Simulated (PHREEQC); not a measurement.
## Copper plating or etch bath: speciation

A solution holds 0.021 mol/kgw CuCl2 and 0.012 mol/kgw NaCl, at 61 °C. Closed to the air; pH follows from the charge balance.

Computed with PHREEQC (ion-association model, phreeqc.dat).

No solid was allowed to form.

Q: What pH does the model give?

A: pH 4.22.

Q: In which forms is Cu present?

A: Cu+2 78 %, CuCl+ 21 % of the Cu.

Constants without temperature data keep their 25 °C values here.
